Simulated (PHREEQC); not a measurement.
Solution (20 °C): 67 mmol/kgw KH2PO4, 1.3 mmol/kgw NaF and 1.3 mmol/kgw NaCl. Closed to the air; pH follows from the charge balance.

Model: ion-association model, wateq4f.dat, run in PHREEQC.

Each row changes one thing in this solution. This is a speciation only: nothing precipitates in the calculation.

```json
[
 {"case": "as made", "pH": "4.54", "ionic strength (mol/kgw)": "0.0699", "HPO4-2 (mol/kgw)": "0.000268", "H3PO4 (mol/kgw)": "0.000211", "HF (mol/kgw)": "3.85e-5", "KHPO4- (mol/kgw)": "1.45e-5"},
 {"case": "0.027 mol/kgw RbOH added", "pH": "6.69", "ionic strength (mol/kgw)": "[?]", "HPO4-2 (mol/kgw)": "[?]", "H3PO4 (mol/kgw)": "8.57e-7", "HF (mol/kgw)": "2.65e-7", "KHPO4- (mol/kgw)": "0.00114"},
 {"case": "NaCl left out", "pH": "4.54", "ionic strength (mol/kgw)": "0.0686", "HPO4-2 (mol/kgw)": "0.000268", "H3PO4 (mol/kgw)": "0.000210", "HF (mol/kgw)": "3.84e-5", "KHPO4- (mol/kgw)": "[?]"},
 {"case": "diluted 10-fold with water", "pH": "4.80", "ionic strength (mol/kgw)": "0.00701", "HPO4-2 (mol/kgw)": "3.28e-5", "H3PO4 (mol/kgw)": "[?]", "HF (mol/kgw)": "2.53e-6", "KHPO4- (mol/kgw)": "3.03e-7"},
 {"case": "diluted 100-fold with water", "pH": "5.21", "ionic strength (mol/kgw)": "0.000709", "HPO4-2 (mol/kgw)": "7.04e-6", "H3PO4 (mol/kgw)": "5.53e-7", "HF (mol/kgw)": "1.06e-7", "KHPO4- (mol/kgw)": "8.16e-9"},
 {"case": "NaCl from 0.0013 to 0.0026 mol/kgw", "pH": "4.54", "ionic strength (mol/kgw)": "0.0712", "HPO4-2 (mol/kgw)": "0.000269", "H3PO4 (mol/kgw)": "0.000211", "HF (mol/kgw)": "3.85e-5", "KHPO4- (mol/kgw)": "1.44e-5"},
 {"case": "NaF from 0.0013 to 0.0026 mol/kgw", "pH": "4.57", "ionic strength (mol/kgw)": "0.0712", "HPO4-2 (mol/kgw)": "0.000287", "H3PO4 (mol/kgw)": "0.000198", "HF (mol/kgw)": "7.23e-5", "KHPO4- (mol/kgw)": "1.54e-5"},
 {"case": "temperature from 20 to 90 °C", "pH": "[?]", "ionic strength (mol/kgw)": "0.0701", "HPO4-2 (mol/kgw)": "0.000475", "H3PO4 (mol/kgw)": "0.000349", "HF (mol/kgw)": "0.000119", "KHPO4- (mol/kgw)": "2.25e-5"}
]
```

### Question
Fill in the missing entries.

### Answer

- 0.027 mol/kgw RbOH added, ionic strength (mol/kgw): 0.121
- 0.027 mol/kgw RbOH added, HPO4-2 (mol/kgw): 0.0258
- NaCl left out, KHPO4- (mol/kgw): 1.46e-5
- diluted 10-fold with water, H3PO4 (mol/kgw): 1.34e-5
- temperature from 20 to 90 °C, pH: 4.61

Species that the database lacks are ignored. H3PO4, which wateq4f.dat lacks, is added to it with the constant of phreeqc.dat. At this temperature some constants are extrapolated from 25 °C, and those without enthalpy data are left unchanged.
